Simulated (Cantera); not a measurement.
A perfectly stirred reactor is fed with CH₄ : CO₂ : H₂ = 1 : 2.1 : 0.53 (molar parts), at 6.12 atm; it is held at 1850 K, and followed from long to short residence time.

Detailed kinetics in Cantera: GRI-Mech 3.0 (53 species, 325 reactions).

Task: What does this change do: temperature 1850 to 1625 K?

Result: 
```tsv
quantity	before	after
x(CH₄) at τ = 3.40 s	0.00231	0.0270
x(CO₂) at τ = 3.40 s	0.0575	0.0995
x(H₂) at τ = 3.40 s	0.304	0.248
x(HO₂) at τ = 3.40 s	<1e-12	<1e-12
x(CO) at τ = 3.40 s	0.493	0.442
x(CH₄) at τ = 11.0 ms	0.0388	0.188
x(CO₂) at τ = 11.0 ms	0.160	0.452
x(H₂) at τ = 11.0 ms	0.179	0.148
x(HO₂) at τ = 11.0 ms	3.16e-12	<1e-12
x(CO) at τ = 11.0 ms	0.346	0.0901
```

Task: What does this change do: temperature 1850 to 1975 K?

Result: 
| quantity | before | after |
|---|---|---|
| x(CH₄) at τ = 3.40 s | 0.00231 | 0.000463 |
| x(CO₂) at τ = 3.40 s | 0.0575 | 0.0524 |
| x(H₂) at τ = 3.40 s | 0.304 | 0.305 |
| x(HO₂) at τ = 3.40 s | <1e-12 | 4.70e-12 |
| x(CO) at τ = 3.40 s | 0.493 | 0.498 |
| x(CH₄) at τ = 11.0 ms | 0.0388 | 0.0183 |
| x(CO₂) at τ = 11.0 ms | 0.160 | 0.0951 |
| x(H₂) at τ = 11.0 ms | 0.179 | 0.230 |
| x(HO₂) at τ = 11.0 ms | 3.16e-12 | 1.28e-11 |
| x(CO) at τ = 11.0 ms | 0.346 | 0.431 |
